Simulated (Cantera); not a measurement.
A Cantera script and what it prints.

```python
import numpy as np
import cantera as ct

gas_names = """
    CL CLO CL2 H HCL HOCL HO2 H2 H2O H2O2 O OH O2 O3 Si SiCL SiCL2 SiCL3 SiCL4 SiH SiHCL3 SiH2 SiH2CL2
    SiH3 SiH3CL SiH4 SiO SiO2 Si2 Si3
""".split()
cond_names = """
    H2O(s) H2O(L) Si(cr) Si(L) SiO2(Lqz) SiO2(hqz) SiO2(L)
""".split()


# ... load() reads the species with a 1 bar reference pressure and builds the phases ...
atoms = {
    'SiH2Cl2': {'Si': 1, 'H': 2, 'CL': 2},
    'O2': {'O': 2},
    'H2': {'H': 2},
}
top_T = {}  # K; cautious upper limits of use, not melting points


# ... equilibrate(T, P, feed) seeds the gas with the atoms and calls Mixture.equilibrate('TP', solver="vcs", rtol=1e-11, max_steps=5000) ...
results = []
feed = {'SiH2Cl2': 1, 'O2': 1.7, 'H2': 44}  # mol
P = 57000  # Pa
for T in [1348, 1398, 1448, 1498, 1548, 1598, 1648, 1698, 1748, 1798, 1848, 1898]:
    mix = equilibrate(T, P, feed)
    results.append((T, P, feed, dict(zip(mix.species_names, mix.species_moles))))

top = {s: max(r[3][s] / sum(r[3][g] for g in gas_names) for r in results) for s in gas_names}
cols = sorted((s for s in top if top[s] > 0.0001), key=lambda s: -top[s])[:6]
seen = [c for c in cond_names if any(r[3].get(c, 0) > 1e-12 for r in results)]
print("log10 of partial pressures in bar; condensed amounts in mol")
print(f"{'T/K':>10s}" + "".join(f"{s[:9]:>10s}" for s in cols + seen))
for T, P, feed, n in results:
    ng = sum(n[g] for g in gas_names)
    print(f"{T:10.4g}" + "".join(f"{np.log10(max(n[s] / ng * P / 1e5, 1e-99)):10.3f}" for s in cols)
          + "".join(f"{n.get(c, 0):10.4g}" for c in seen))
```

It prints:

```
log10 of partial pressures in bar; condensed amounts in mol
       T/K        H2       HCL       H2O         H       SiO SiO2(hqz)   SiO2(L)
      1348    -0.277    -1.606    -1.761    -5.774    -9.414         1         0
      1398    -0.277    -1.606    -1.761    -5.464    -8.660         1         0
      1448    -0.277    -1.606    -1.761    -5.174    -7.960         1         0
      1498    -0.277    -1.606    -1.761    -4.904    -7.308         1         0
      1548    -0.277    -1.606    -1.761    -4.650    -6.699         1         0
      1598    -0.278    -1.606    -1.761    -4.413    -6.130    0.9999         0
      1648    -0.278    -1.606    -1.761    -4.189    -5.596    0.9998         0
      1698    -0.278    -1.606    -1.761    -3.979    -5.095         0    0.9994
      1748    -0.278    -1.606    -1.760    -3.780    -4.631         0    0.9981
      1798    -0.278    -1.606    -1.759    -3.592    -4.194         0    0.9948
      1848    -0.278    -1.606    -1.757    -3.415    -3.784         0    0.9867
      1898    -0.279    -1.607    -1.751    -3.246    -3.401         0    0.9679
```

These are equilibrium values from Cantera (NASA tables, ideal gas, pure condensed phases), not measurements of a reactor. The tables hold silica as quartz up to 1696 K and as liquid above; real silica turns to tridymite and cristobalite and melts near 1996 K. Gases not in the tables: Si(OH)4.
